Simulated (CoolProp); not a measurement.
The fluoroketone C6F12O (FK-5-1-12) at several states: density (kg/m³) from the reference equation and from simpler models built on Tc = 168.7 °C, pc = 1869 kPa, ω = 0.471; each cubic takes its own stable root.

Computed with CoolProp (reference Helmholtz-energy equation of state, McLinden 2015).

```json
[
 {"T (°C)": "56.25", "p (kPa)": "3750", "phase": "liquid", "reference": "1528"},
 {"T (°C)": "82.05", "p (kPa)": "2150", "phase": "liquid", "reference": "1431"},
 {"T (°C)": "-63.05", "p (kPa)": "12.8", "phase": "liquid", "reference": "1848"}
]
```

Task: How far does each simpler model (van der Waals, Peng-Robinson) lie from the reference over these 3 states: mean and median of the absolute difference, and the worst?

Result: 
- van der Waals: mean 59.0 %, median 39.0 %, worst -99.9 % at -63.05 °C and 12.8 kPa
- Peng-Robinson: mean 2.5 %, median 3.1 %, worst +4.1 % at 56.25 °C and 3750 kPa

At some of these states van der Waals gives the other phase, because its saturation line lies elsewhere.
